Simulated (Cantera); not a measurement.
What does this Cantera script print?

```python
import numpy as np
import cantera as ct

gas_names = """
    Hg N NO NO2 NO3 N2 N2O O O2 O3
""".split()
cond_names = """
    Hg(cr) Hg(L) HgO(s)
""".split()


# ... load() reads the species with a 1 bar reference pressure and builds the phases ...
atoms = {
    'HgO': {'Hg': 1, 'O': 1},
    'O2': {'O': 2},
    'N2': {'N': 2},
}
top_T = {}  # K; cautious upper limits of use, not melting points


# ... equilibrate(T, P, feed) seeds the gas with the atoms and calls Mixture.equilibrate('TP', solver="vcs", rtol=1e-11, max_steps=5000) ...
results = []
feed = {'HgO': 1, 'O2': 1.6, 'N2': 0.49}  # mol
P = 260000  # Pa
for T in [450, 500, 550, 600, 650, 700, 750, 800, 850]:
    mix = equilibrate(T, P, feed)
    results.append((T, P, feed, dict(zip(mix.species_names, mix.species_moles))))
    x = sorted(zip(gas.X, gas.species_names), reverse=True)
    print(f"T = {T:g} K  P = {P:g} Pa  gas = {mix.phase_moles(0):.4g} mol")
    print("   x: " + "  ".join(f"{s} {v:.3e}" for v, s in x if v > 1e-05))
    print("   condensed (mol): " + ("  ".join(f"{mix.phase(i).name} {mix.phase_moles(i):.4g}"
          for i in range(1, mix.n_phases) if mix.phase_moles(i) > 1e-12) or "none"))
```

Output:

```
T = 450 K  P = 260000 Pa  gas = 2.09 mol
   x: O2 7.656e-01  N2 2.344e-01
   condensed (mol): HgO(s) 1
T = 500 K  P = 260000 Pa  gas = 2.09 mol
   x: O2 7.655e-01  N2 2.344e-01
   condensed (mol): HgO(s) 1
T = 550 K  P = 260000 Pa  gas = 2.09 mol
   x: O2 7.655e-01  N2 2.344e-01  Hg 5.233e-05
   condensed (mol): HgO(s) 0.9999
T = 600 K  P = 260000 Pa  gas = 2.092 mol
   x: O2 7.650e-01  N2 2.342e-01  Hg 7.837e-04
   condensed (mol): HgO(s) 0.9984
T = 650 K  P = 260000 Pa  gas = 2.114 mol
   x: O2 7.606e-01  N2 2.318e-01  Hg 7.656e-03
   condensed (mol): HgO(s) 0.9838
T = 700 K  P = 260000 Pa  gas = 2.275 mol
   x: O2 7.303e-01  N2 2.153e-01  Hg 5.433e-02
   condensed (mol): HgO(s) 0.8764
T = 750 K  P = 260000 Pa  gas = 3.59 mol
   x: O2 5.850e-01  Hg 2.786e-01  N2 1.365e-01
   condensed (mol): none
T = 800 K  P = 260000 Pa  gas = 3.59 mol
   x: O2 5.850e-01  Hg 2.786e-01  N2 1.365e-01
   condensed (mol): none
T = 850 K  P = 260000 Pa  gas = 3.59 mol
   x: O2 5.850e-01  Hg 2.786e-01  N2 1.365e-01
   condensed (mol): none
```

These are equilibrium values from Cantera (NASA tables, ideal gas, pure condensed phases), not measurements of a reactor.
